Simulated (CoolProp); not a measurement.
A closed Brayton cycle with nitrogen: compressor inlet 313.15 K and 1.5 MPa, high pressure 2.91 MPa, turbine inlet 660 K, compressor efficiency 0.85, turbine efficiency 0.85, recuperator effectiveness 0.8 (on enthalpy, no pinch check). Each further row changes one setting.

The numbers come from the reference Helmholtz-energy equation of state, Span 2000 in CoolProp.

| case | thermal efficiency (%) | net work (kJ/kg) | compressor to turbine work | compressor exit (K) | turbine exit (K) |
|---|---|---|---|---|---|
| as stated | 15.4 | 21.7 | 0.79 | 390.2 | 566.2 |
| turbine inlet 610 K | 11.3 | 13.9 | 0.85 | 390.2 | 522.5 |
| compressor inlet 323.15 K | 13.8 | 19.1 | 0.81 | 402.6 | 566.2 |
| high pressure 2.47 MPa | 15.5 | 19.5 | 0.75 | 369.8 | 588.0 |
| recuperator effectiveness 0.5 | 11.0 | 21.7 | 0.79 | 390.2 | 566.2 |
